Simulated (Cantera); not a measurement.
Cantera run:

```python
import numpy as np
import cantera as ct

gas_names = """
    Fe FeO Fe(OH)2 H HO2 H2 H2O H2O2 O OH O2 O3
""".split()
cond_names = """
    Fe(a) Fe(c) Fe(d) Fe(L) FeO(s) FeO(L) Fe(OH)2(s) Fe(OH)3(s) Fe2O3(s) Fe3O4(s) H2O(s) H2O(L)
""".split()


def load(file, names, dense=False):
    # The tables refer to 1 bar. Condensed volumes are neglected.
    table = {s.name: s for s in ct.Species.list_from_file(file)}
    out = []
    for n in names:
        d = dict(table[n].input_data)
        d["thermo"] = dict(d["thermo"], **{"reference-pressure": 1e5})
        if dense:
            d["equation-of-state"] = {"model": "constant-volume", "density": "1e6 g/cm^3"}
        out.append(ct.Species.from_dict(d))
    return out


gas = ct.Solution(thermo="ideal-gas", species=load("nasa_gas.yaml", gas_names))
cond = {s.name: ct.Solution(thermo="fixed-stoichiometry", species=[s], name=s.name)
        for s in load("nasa_condensed.yaml", cond_names, dense=True)}
atoms = {
    'Fe2O3': {'Fe': 2, 'O': 3},
    'H2': {'H': 2},
}
top_T = {'Fe2O3(s)': 1830, 'Fe3O4(s)': 1870}  # K; cautious upper limits of use, not melting points


def equilibrate(T, P, feed):
    n = {}
    for name, mol in feed.items():
        for a, k in atoms[name].items():
            n[a] = n.get(a, 0.0) + k * mol
    gas.TPX = T, P, n
    mass = sum(n.values()) * gas.mean_molecular_weight
    gas.equilibrate("TP")
    valid = [c for c in cond.values() if c.min_temp <= T <= top_T.get(c.name, c.max_temp)]
    mix = ct.Mixture([(gas, mass / gas.mean_molecular_weight)] + [(c, 0.0) for c in valid])
    mix.T, mix.P = T, P
    mix.equilibrate("TP", solver="vcs", rtol=1e-11, max_steps=5000)
    return mix


results = []
feed = {'Fe2O3': 1, 'H2': 43}  # mol
T = 2100  # K
P = 133.322  # Pa
mix = equilibrate(T, P, feed)
results.append((T, P, feed, dict(zip(mix.species_names, mix.species_moles))))
print(gas.report(threshold=1e-06))
for i in range(1, mix.n_phases):
    print(f"{mix.phase(i).name:16s} {mix.phase_moles(i):12.5e} mol")
```

Output:

```
       temperature   2100 K
          pressure   133.32 Pa
           density   4.0177e-05 kg/m^3
  mean mol. weight   5.2617 kg/kmol
   phase of matter   gas

                          1 kg             1 kmol
                     ---------------   ---------------
          enthalpy        1.4254e+07        7.5003e+07  J
   internal energy        1.0936e+07        5.7543e+07  J
           entropy             48395        2.5464e+05  J/K
    Gibbs function       -8.7374e+07       -4.5974e+08  J
 heat capacity c_p            6484.5             34120  J/K
 heat capacity c_v            4904.4             25805  J/K

                      mass frac. Y      mole frac. X     chem. pot. / RT
                     ---------------   ---------------   ---------------
                Fe           0.45245           0.04263           -10.863
               FeO         0.0011298        8.2747e-05           -35.321
                 H          0.014769          0.077092            -13.23
                H2           0.31272           0.81621            -26.46
               H2O           0.21647          0.063225           -50.918
                 O        0.00014558        4.7877e-05           -24.458
                OH         0.0022979        0.00071095           -37.688
                O2        9.6141e-06        1.5809e-06           -48.916
     [   +4 minor]        5.7031e-06        3.3401e-07

Fe(L)             0.00000e+00 mol
FeO(L)            0.00000e+00 mol
```

Equilibrium computed with Cantera from the NASA thermochemical tables; the gas is ideal and each condensed phase is pure.
